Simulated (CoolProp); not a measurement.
Properties of p-xylene along the isotherm 184.75 °C.

Model: reference Helmholtz-energy equation of state, Zhou 2012, in CoolProp.

| p (MPa) | phase | Z | cp (kJ/(kg K)) | speed of sound (m/s) | isothermal compressibility (1/MPa) | viscosity (µPa s) | fugacity coefficient |
|---|---|---|---|---|---|---|---|
| 0.00558 | gas | 0.9984 | 1.777 | 193.4 | 179.5 | 9.79 | 0.9984 |
| 0.0115 | gas | 0.9966 | 1.779 | 193.1 | 87.25 | 9.78 | 0.9966 |
| 0.0235 | gas | 0.9930 | 1.782 | 192.5 | 42.85 | 9.77 | 0.9931 |
| 0.0484 | gas | 0.9855 | 1.789 | 191.2 | 20.97 | 9.76 | 0.9857 |
| 0.0993 | gas | 0.9698 | 1.805 | 188.4 | 10.39 | 9.73 | 0.9707 |
| 0.204 | gas | 0.9358 | 1.843 | 182.4 | 5.263 | 9.67 | 0.9398 |
| 0.419 | liquid | 0.01658 | 2.294 | 702.8 | 0.003603 | 159 | 0.6627 |
| 0.86 | liquid | 0.03398 | 2.291 | 708.5 | 0.003535 | 161 | 0.3286 |
| 1.77 | liquid | 0.06972 | 2.285 | 719.9 | 0.003405 | 163 | 0.1655 |

Viscosity comes from a separate model (Balogun 2015).
